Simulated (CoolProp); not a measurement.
Vapour-liquid equilibrium of dimethyl ether (1) + 1-butene (2) at 278.4 K; x and y are mole fractions of (1).

The numbers come from the multi-fluid Helmholtz-energy mixture model, Wu 2011 and Lemmon 2005; pair parameters Bell 2016 in CoolProp.

Task: Give the bubble pressure and the first vapour's composition at x = 0.125, 0.275, 0.425. Is there an azeotrope?

Result: x = 0.125: 1.852 bar, y = 0.254; x = 0.275: 2.164 bar, y = 0.457; x = 0.425: 2.432 bar, y = 0.603. No azeotrope shows between x = 0.05 and 0.95.

Pair parameters are fitted to limited data, so mixtures are less certain than the pure fluids.
